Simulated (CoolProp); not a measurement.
20 sccm (0 °C, 1 atm) of nitrogen bubbles through liquid n-perfluorohexane at 276.9 K and leaves saturated at a total pressure of 0.15 MPa (ideal gas phase). Each further row changes one setting.

The numbers come from the reference Helmholtz-energy equation of state, Gao 2022 in CoolProp.

```json
[
 {"case": "as stated", "vapour pressure (kPa)": "10.6", "mole fraction of vapour": "0.0705", "delivery (mg/min)": "22.9", "delivery (sccm)": "1.52", "change of delivery for a bath 1 K warmer (%)": "5.8"},
 {"case": "bath temperature 281.9 K", "vapour pressure (kPa)": "13.7", "mole fraction of vapour": "0.0913", "delivery (mg/min)": "30.3", "delivery (sccm)": "2.01", "change of delivery for a bath 1 K warmer (%)": "5.7"},
 {"case": "total pressure 0.3 MPa", "vapour pressure (kPa)": "10.6", "mole fraction of vapour": "0.0353", "delivery (mg/min)": "11.0", "delivery (sccm)": "0.731", "change of delivery for a bath 1 K warmer (%)": "5.6"}
]
```
